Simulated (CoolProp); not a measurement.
Properties of CHF3 (R23) at several states (Tc = 299.3 K, pc = 4832 kPa, ω = 0.263).

Computed with CoolProp (reference Helmholtz-energy equation of state, Penoncello 2003).

```tsv
T (K)	p (kPa)	phase	Z	speed of sound (m/s)	expansivity (1/kK)	fugacity coefficient
288.9	528	gas	(withheld)	196.7	(withheld)	(withheld)
284.1	14.8	gas	0.9987	(withheld)	3.536	0.9987
139.4	2090	liquid	(withheld)	1122	(withheld)	0.0006846
384	379	gas	0.9883	228.5	2.722	0.9884
```

### Question
Some entries are withheld; supply them.

### Answer

- 288.9, Z: 0.9539
- 288.9, expansivity (1/kK): 4.066
- 288.9, fugacity coefficient: 0.9557
- 284.1, speed of sound (m/s): 201.1
- 139.4, Z: 0.07729
- 139.4, expansivity (1/kK): 2.069
